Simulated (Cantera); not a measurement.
Equilibrium for metals in furnace atmospheres: Cu + CO₂ + CO

A closed system holds: 1 mol Cu, 18 mol CO₂, 1.2 mol CO, equilibrated at 263 Torr.

Method: chemical equilibrium by Gibbs-energy minimisation in Cantera with the NASA 1993 tables (ideal gas, pure condensed phases). Candidate condensed phases: C, Cu, CuO, Cu₂O; 15 gas species. Equilibrium is a limit: real reactors are often held back by kinetics, nucleation or transport.

From 875 K to 1275 K the condensed part is Cu(s). From 1375 K to 1775 K the condensed part is Cu(l).

```json
[
 {"T (K)": "875", "log p CO₂": "-0.48", "log p CO": "-1.66", "log p Cu": "<-12", "log p O₂": "<-12", "log p Cu₂": "<-12", "n Cu(s)": "1.00", "n Cu(l)": "0"},
 {"T (K)": "975", "log p CO₂": "-0.48", "log p CO": "-1.66", "log p Cu": "-11.25", "log p O₂": "<-12", "log p Cu₂": "<-12", "n Cu(s)": "1.00", "n Cu(l)": "0"},
 {"T (K)": "1075", "log p CO₂": "-0.48", "log p CO": "-1.66", "log p Cu": "-9.59", "log p O₂": "<-12", "log p Cu₂": "<-12", "n Cu(s)": "1.00", "n Cu(l)": "0"},
 {"T (K)": "1175", "log p CO₂": "-0.48", "log p CO": "-1.66", "log p Cu": "-8.22", "log p O₂": "<-12", "log p Cu₂": "<-12", "n Cu(s)": "1.00", "n Cu(l)": "0"},
 {"T (K)": "1275", "log p CO₂": "-0.48", "log p CO": "-1.66", "log p Cu": "-7.06", "log p O₂": "-11.72", "log p Cu₂": "-11.26", "n Cu(s)": "1.000", "n Cu(l)": "0"},
 {"T (K)": "1375", "log p CO₂": "-0.48", "log p CO": "-1.66", "log p Cu": "-6.08", "log p O₂": "-10.05", "log p Cu₂": "-9.88", "n Cu(s)": "0", "n Cu(l)": "1.000"},
 {"T (K)": "1475", "log p CO₂": "-0.48", "log p CO": "-1.66", "log p Cu": "-5.27", "log p O₂": "-8.60", "log p Cu₂": "-8.75", "n Cu(s)": "0", "n Cu(l)": "1.000"},
 {"T (K)": "1575", "log p CO₂": "-0.48", "log p CO": "-1.66", "log p Cu": "-4.56", "log p O₂": "-7.34", "log p Cu₂": "-7.77", "n Cu(s)": "0", "n Cu(l)": "0.998"},
 {"T (K)": "1675", "log p CO₂": "-0.48", "log p CO": "-1.66", "log p Cu": "-3.94", "log p O₂": "-6.23", "log p Cu₂": "-6.91", "n Cu(s)": "0", "n Cu(l)": "0.994"},
 {"T (K)": "1775", "log p CO₂": "-0.48", "log p CO": "-1.66", "log p Cu": "-3.39", "log p O₂": "-5.25", "log p Cu₂": "-6.16", "n Cu(s)": "0", "n Cu(l)": "0.978"}
]
```
log p: log10 of the partial pressure in bar; n: condensed amount in mol.
